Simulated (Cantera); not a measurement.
**Equilibrium for silicon epitaxy and polysilicon growth: Si₃H₈ + Cl₂ + N₂**

A closed system holds: 1 mol Si₃H₈, 0.4 mol Cl₂, a varied amount of N₂, held at 1073.15 K and 21000 Pa.

Equilibrium computed with Cantera from the NASA thermochemical tables; the gas is ideal and each condensed phase is pure. Candidate condensed phases: NH₄Cl, Si, Si₃N₄; 28 gas species. The feed counts by its element totals alone. N₂ is the only nitrogen source here; it is nearly inert below about 1500 K, so the nitride shown seldom forms there in practice. Kinetics and transport are ignored.

| n(N₂) (mol) | x N₂ | x H₂ | x HCl | x SiCl₄ | x NH₃ | n Si₃N₄(s) |
|---|---|---|---|---|---|---|
| 23 | 0.827 | 0.142 | 0.0315 | 7.55e-6 | 3.77e-6 | 1.000 |
| 42 | 0.901 | 0.0811 | 0.0180 | 2.34e-6 | 1.70e-6 | 1.000 |
| 61 | 0.931 | 0.0568 | 0.0126 | 1.12e-6 | 1.01e-6 | 1.000 |
| 80 | 0.947 | 0.0437 | 0.00971 | 6.58e-7 | 6.90e-7 | 1.000 |
| 99 | 0.957 | 0.0355 | 0.00789 | 4.31e-7 | 5.08e-7 | 1.000 |
| 120 | 0.964 | 0.0294 | 0.00653 | 2.95e-7 | 3.85e-7 | 1.000 |
| 140 | 0.969 | 0.0253 | 0.00562 | 2.17e-7 | 3.07e-7 | 1.000 |
x: gas mole fraction; n: condensed amount in mol.

From 23 mol N₂ to 140 mol N₂ the condensed part is Si₃N₄(s). The main Si-bearing gas is SiCl₄ throughout.
